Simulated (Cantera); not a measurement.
A perfectly stirred reactor is fed with 1.41 % CH2O, 4.52 % O2, 94.1 % N2, equivalence ratio 0.31, at 9.87 atm; it is held at 1198 K, and followed from long to short residence time.

Detailed kinetics in Cantera: GRI-Mech 3.0 (53 species, 325 reactions).

Task: Predict: x(CH2O) at τ = 8.20 s; x(O2) at τ = 8.20 s; x(OH) at τ = 8.20 s; x(O) at τ = 8.20 s; x(N2O) at τ = 8.20 s; x(CH2O) at τ = 35.0 ms; x(O2) at τ = 35.0 ms; x(OH) at τ = 35.0 ms; x(O) at τ = 35.0 ms; x(N2O) at τ = 35.0 ms.

Result: 
| Property | Value |
|---|---|
| x(CH2O) at τ = 8.20 s | 3.16e-6 |
| x(O2) at τ = 8.20 s | 0.0311 |
| x(OH) at τ = 8.20 s | 2.77e-7 |
| x(O) at τ = 8.20 s | 2.91e-8 |
| x(N2O) at τ = 8.20 s | 4.55e-7 |
| x(CH2O) at τ = 35.0 ms | 0.000135 |
| x(O2) at τ = 35.0 ms | 0.0336 |
| x(OH) at τ = 35.0 ms | 1.30e-6 |
| x(O) at τ = 35.0 ms | 3.95e-7 |
| x(N2O) at τ = 35.0 ms | 4.04e-7 |
